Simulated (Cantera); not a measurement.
## Adiabatic ignition

An adiabatic, constant-pressure homogeneous reactor starts with CH4 : C2H6 : O2 : N2 = 1 : 0.1 : 2.53 : 16.9 (molar parts), equivalence ratio 0.93, at 1750 K and 9.87 atm.

Detailed kinetics in Cantera: GRI-Mech 3.0 (53 species, 325 reactions).

| t (s) | T (K) | x CH4 | x C2H6 | x O2 | x CH3 | x H | x C2H2 |
|---|---|---|---|---|---|---|---|
| 1.00e-6 | 1748 | 0.0486 | 0.00458 | 0.123 | 0.000522 | 3.64e-6 | 2.45e-8 |
| 2.26e-6 | 1747 | 0.0481 | 0.00423 | 0.123 | 0.000991 | 1.15e-5 | 6.15e-7 |
| 5.09e-6 | 1756 | 0.0454 | 0.00346 | 0.121 | 0.00140 | 2.97e-5 | 1.52e-5 |
| 1.15e-5 | 1872 | 0.0283 | 0.00110 | 0.102 | 0.00235 | 0.000206 | 0.000466 |
| 2.59e-5 | 2662 | <1e-12 | <1e-12 | 0.0177 | <1e-12 | 0.00271 | <1e-12 |
| 5.85e-5 | 2733 | <1e-12 | <1e-12 | 0.0148 | <1e-12 | 0.00143 | <1e-12 |
| 0.000132 | 2734 | <1e-12 | <1e-12 | 0.0143 | <1e-12 | 0.00138 | <1e-12 |
| 0.000298 | 2730 | <1e-12 | <1e-12 | 0.0136 | <1e-12 | 0.00137 | <1e-12 |
| 0.000672 | 2725 | <1e-12 | <1e-12 | 0.0126 | <1e-12 | 0.00136 | <1e-12 |
| 0.00152 | 2721 | <1e-12 | <1e-12 | 0.0119 | <1e-12 | 0.00134 | <1e-12 |
| 0.00342 | 2720 | <1e-12 | <1e-12 | 0.0117 | <1e-12 | 0.00134 | <1e-12 |
| 0.00772 | 2720 | <1e-12 | <1e-12 | 0.0117 | <1e-12 | 0.00134 | <1e-12 |
| 0.0174 | 2720 | <1e-12 | <1e-12 | 0.0117 | <1e-12 | 0.00134 | <1e-12 |
| 0.0393 | 2720 | <1e-12 | <1e-12 | 0.0117 | <1e-12 | 0.00134 | <1e-12 |
| 0.0886 | 2720 | <1e-12 | <1e-12 | 0.0117 | <1e-12 | 0.00134 | <1e-12 |
| 0.200 | 2720 | <1e-12 | <1e-12 | 0.0117 | <1e-12 | 0.00134 | <1e-12 |
x: mole fraction; the columns are a selection and need not sum to one.

```
Quantity                                                           Value
---------------------------------  -------------------------------------
time of steepest temperature rise                                14.3 µs
temperature at 0.200 s                                            2720 K
equilibrium temperature                                           2720 K
x(CH4) at 0.200 s                  <1e-12 (gas-phase equilibrium <1e-12)
x(C2H6) at 0.200 s                 <1e-12 (gas-phase equilibrium <1e-12)
x(O2) at 0.200 s                   0.0117 (gas-phase equilibrium 0.0117)
```
